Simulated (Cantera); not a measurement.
## BF3 + NH3 + N2 (boron, boron nitride and boron oxide)

A closed system holds: 1 mol BF3, 0.28 mol NH3, a varied amount of N2, held at 1098.15 K and 2.93 Torr.

Equilibrium computed with Cantera from the NASA thermochemical tables; the gas is ideal and each condensed phase is pure. Candidate condensed phases: B, BN; 31 gas species. Rates play no part.

| n(N2) (mol) | log p N2 | log p BF3 | log p H2 | log p HF | n BN(s) |
|---|---|---|---|---|---|
| 0.5 | -2.92 | -2.73 | -3.12 | -4.22 | 0.0106 |
| 1.3 | -2.71 | -2.87 | -3.26 | -4.30 | 0.0121 |
| 3.4 | -2.56 | -3.11 | -3.50 | -4.48 | 0.0140 |
| 9 | -2.47 | -3.44 | -3.84 | -4.74 | 0.0163 |
| 24 | -2.43 | -3.82 | -4.22 | -5.06 | 0.0191 |
| 62 | -2.42 | -4.22 | -4.62 | -5.39 | 0.0222 |
| 160 | -2.41 | -4.63 | -5.04 | -5.73 | 0.0258 |
log p: log10 of the partial pressure in bar; n: condensed amount in mol.

From 0.5 mol N2 to 160 mol N2 the condensed part is BN(s). The main B-bearing gas is BF3 throughout. The share of B in condensed phases is highest at 160 mol N2 (2.6 %) and lowest at 0.5 mol N2 (1.1 %).
